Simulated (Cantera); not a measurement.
A closed system holds: 1 mol CaCO₃, 0.13 mol H₂O, 0.45 mol CO₂, at 1825 K and 11.0 mbar.

These are equilibrium values from Cantera (NASA tables, ideal gas, pure condensed phases), not measurements of a reactor. Candidate condensed phases: C, C₆H₆, C₇H₈, C₈H₁₈, Ca, CaCO₃, CaO, Ca(OH)₂, H₂O; 115 gas species. Rates play no part.

What is the equilibrium state?


- x(CO₂): 0.886
- x(H₂O): 0.0803
- x(CO): 0.0216
- x(O₂): 0.0107
- x(OH): 0.00105
- x(H₂): 0.000500
- x(O): 0.000152
- x(H): 9.39e-5
- x(Ca(OH)₂): 1.83e-6
- n(CaO(s)): 1.000 mol
- gas amount: 1.598 mol
- log10 activity of C(graphite) (absent): -9.43
- log10 activity of Ca(l) (absent): -10.61
